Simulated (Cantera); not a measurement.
**Aluminium nitride and oxide growth: AlCl₃ + H₂O + N₂**

Input: 1 mol AlCl₃, 1.5 mol H₂O, 43 mol N₂, at 0.000440 bar.

Equilibrium computed with Cantera from the NASA thermochemical tables; the gas is ideal and each condensed phase is pure. Candidate condensed phases: Al, AlCl₃, AlN, Al₂O₃, H₂O, NH₄Cl; 45 gas species. The tables' values for AlCl₂ are old estimates; treat these amounts as uncertain. Condensed phases not in the tables: AlOCl. Rates play no part.

From 748 K to 2098 K the condensed part is Al₂O₃(s). The main Al-bearing gas is AlCl₃ at 748 K and AlCl at 2098 K.

```
T (K)  log p N₂  log p HCl  log p Cl  log p H  log p H₂  log p H₂O  log p AlCl  log p O  n Al₂O₃(s)
-----  --------  ---------  --------  -------  --------  ---------  ----------  -------  ----------
748       -3.39      -4.54    -11.38     <-15    -11.33      -9.87        <-15     <-15       0.500
898       -3.39      -4.54     -9.59   -14.88     -9.85      -9.11        <-15     <-15       0.500
1048      -3.39      -4.54     -8.36   -12.44     -8.66      -8.58        <-15     <-15       0.500
1198      -3.39      -4.54     -7.45   -10.60     -7.75      -8.18      -14.42     <-15       0.500
1348      -3.39      -4.55     -6.74    -9.16     -7.04      -7.88      -11.77   -13.94       0.500
1498      -3.39      -4.55     -6.17    -8.00     -6.48      -7.65       -9.68   -12.30       0.499
1648      -3.39      -4.57     -5.71    -7.07     -6.04      -7.38       -8.11   -10.88       0.499
1798      -3.39      -4.62     -5.34    -6.31     -5.70      -6.93       -7.22    -9.43       0.496
1948      -3.39      -4.72     -5.05    -5.69     -5.49      -6.50       -6.68    -8.08       0.486
2098      -3.40      -4.89     -4.84    -5.22     -5.41      -6.22       -6.27    -6.91       0.464
```
log p: log10 of the partial pressure in bar; n: condensed amount in mol.
